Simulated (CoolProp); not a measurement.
Values from CoolProp's reference Helmholtz-energy equation of state, de Reuck 1993.

Problem. For methanol, give the phase and the cp (kJ/(kg K)), Joule-Thomson coefficient (K/MPa), conductivity (mW/(m K)) at 249.75 °C and 4.58 bar.

Solution. 
- 249.75 °C and 4.58 bar: gas; cp 2.01, Joule-Thomson coefficient 10.3, conductivity 42.1

Thermal conductivity comes from a separate model (Sykioti 2013).
